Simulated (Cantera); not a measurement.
# Silicon carbide growth: Si(CH3)4 + C2H4 + H2

Input: 1 mol Si(CH3)4, 0.017 mol C2H4, 150 mol H2, held at 1.00 bar.

Equilibrium computed with Cantera from the NASA thermochemical tables; the gas is ideal and each condensed phase is pure. Candidate condensed phases: C, C6H6, C7H8, C8H18, Si, SiC; 87 gas species. Gases not in the tables: Si2H6 and higher silanes. Rates play no part.

At 825 °C the condensed part is SiC(s). From 925 °C to 2125 °C the condensed part is C(graphite) + SiC(s).

| T (°C) | log p H2 | log p CH4 | log p H | log p C2H2 (acetylene) | n SiC(s) | n C(graphite) |
|---|---|---|---|---|---|---|
| 825 | -0.01 | -1.70 | -7.61 | -8.40 | 1.00 | 0 |
| 925 | -0.01 | -1.81 | -6.72 | -7.01 | 1.00 | 0.645 |
| 1025 | 0.00 | -2.11 | -5.97 | -6.26 | 1.00 | 1.82 |
| 1125 | 0.00 | -2.36 | -5.33 | -5.61 | 1.000 | 2.36 |
| 1225 | 0.00 | -2.59 | -4.77 | -5.06 | 1.000 | 2.63 |
| 1325 | 0.00 | -2.78 | -4.27 | -4.57 | 1.000 | 2.77 |
| 1425 | 0.00 | -2.96 | -3.84 | -4.14 | 1.000 | 2.84 |
| 1525 | 0.00 | -3.11 | -3.45 | -3.76 | 1.000 | 2.86 |
| 1625 | 0.00 | -3.25 | -3.11 | -3.43 | 1.000 | 2.83 |
| 1725 | 0.00 | -3.37 | -2.80 | -3.12 | 0.998 | 2.73 |
| 1825 | 0.00 | -3.48 | -2.51 | -2.85 | 0.995 | 2.54 |
| 1925 | 0.00 | -3.59 | -2.26 | -2.60 | 0.985 | 2.21 |
| 2025 | -0.01 | -3.68 | -2.02 | -2.37 | 0.956 | 1.70 |
| 2125 | -0.01 | -3.77 | -1.81 | -2.17 | 0.872 | 0.956 |
log p: log10 of the partial pressure in bar; n: condensed amount in mol.
